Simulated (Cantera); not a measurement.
# Reactions in the system N-O-Zr

Cantera with NASA thermochemical tables; ideal gases at 1 bar, condensed phases pure. Values are per mole of reaction as written; species without (g) are pure solids or liquids, kept so even where they would boil at 1 bar. ZrN: taken at fixed stoichiometry.

O3(g) + ZrN = NO(g) + ZrO2(g)

```tsv
T (K)	ΔH° (kJ)	ΔS° (J/K)	ΔG° (kJ)	log10 K
350	28.2	205.7	-43.7	6.53
400	27.9	204.7	-54.0	7.05
450	27.4	203.5	-64.2	7.45
500	26.8	202.3	-74.4	7.77
550	26.1	201.1	-84.4	8.02
600	25.4	199.8	-94.5	8.22
650	24.7	198.6	-104.4	8.39
```
